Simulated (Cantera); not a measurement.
Feed: 1 mol FeS, 1.6 mol H₂S, 0.058 mol H₂O, at 0.250 bar.

Equilibrium computed with Cantera from the NASA thermochemical tables; the gas is ideal and each condensed phase is pure. Candidate condensed phases: Fe, FeO, Fe(OH)₂, Fe(OH)₃, FeS, FeSO₄, FeS₂, Fe₂O₃, Fe₂(SO₄)₃, Fe₃O₄, H₂O, H₂SO₄, S; 22 gas species. FeS: taken at fixed stoichiometry. Rates play no part.

Problem. At 1227 °C, list the 7 most abundant gas species with their mole fractions, and the condensed phases.

Solution. H₂ 0.416, H₂S 0.344, S₂ 0.207, H₂O 0.0276, SH 0.00476, S 3.70e-5, S₂O 3.17e-5. Condensed: FeS(l).
